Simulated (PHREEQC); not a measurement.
0.11 g of hydrous ferric oxide (600 m²/g; 0.2 weak and 0.005 strong sites per Fe, Dzombak-Morel constants, diffuse double layer) in 1 kg of water with 0.05 mol/kgw of an inert sodium salt, at 25 °C; the pH is set by adding NaOH or the inert anion's acid. Oxygen is held at 0.21 atm. CO2 from the air is kept out. No solid was allowed to form.

Equilibrium calculation in PHREEQC: ion-association model, wateq4f.dat.

| pH | surface charge σ (C/m²) | surface potential ψ (mV) |
|---|---|---|
| 3 | 0.357 | 169 |
| 4 | 0.294 | 160 |
| 4.5 | 0.238 | 149 |
| 5.5 | 0.130 | 118 |
| 6 | 0.089 | 99 |
| 7 | 0.034 | 56 |
| 8 | 0.003 | 6 |
| 8.5 | -0.010 | -20 |
| 9.5 | -0.046 | -69 |
| 10 | -0.074 | -90 |
| 11 | -0.158 | -128 |

Complexes and solids missing from the database can't appear. The oxide is taken as insoluble; below pH 4 it would dissolve.
